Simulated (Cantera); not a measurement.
An isothermal plug-flow reactor at 773 K and 1.00 bar (inlet), inlet velocity 0.27 m/s, active area per volume 9800 1/m; feed CH₄ : O₂ : N₂ : H₂O = 0.0025 : 0.12 : 0.79 : 0.0065 (molar parts).

Computed with Cantera and Deutschmann's 1995 Pt surface mechanism with GRI-Mech 3.0 gas chemistry. Catalytic surfaces can have several steady states; this one follows from the mechanism file's or the stated starting coverage. Mass transfer to the wall is taken as infinitely fast.

### Question
What does this change do: CH4 0.0025 to 0.0019 parts?

### Answer
| quantity | before | after |
|---|---|---|
| x(CH₄) at z = 0.05 m | 0.00127 | 0.000968 |
| x(O₂) at z = 0.05 m | 0.128 | 0.128 |
| x(H₂O) at z = 0.05 m | 0.00997 | 0.00928 |
| x(CO₂) at z = 0.05 m | 0.00145 | 0.00110 |
| x(CO) at z = 0.05 m | 1.33e-7 | 1.01e-7 |
| θ(free Pt) at the exit | 0.0228 | 0.0227 |
| θ(O*) at the exit | 0.975 | 0.976 |
| θ(OH*) at the exit | 0.00184 | 0.00178 |

### Question
What does this change do: temperature 773 to 875 K?

### Answer
| quantity | before | after |
|---|---|---|
| x(CH₄) at z = 0.05 m | 0.00127 | 6.87e-9 |
| x(O₂) at z = 0.05 m | 0.128 | 0.125 |
| x(H₂O) at z = 0.05 m | 0.00997 | 0.0125 |
| x(CO₂) at z = 0.05 m | 0.00145 | 0.00272 |
| x(CO) at z = 0.05 m | 1.33e-7 | 4.18e-11 |
| θ(free Pt) at the exit | 0.0228 | 0.0756 |
| θ(O*) at the exit | 0.975 | 0.922 |
| θ(OH*) at the exit | 0.00184 | 0.00218 |
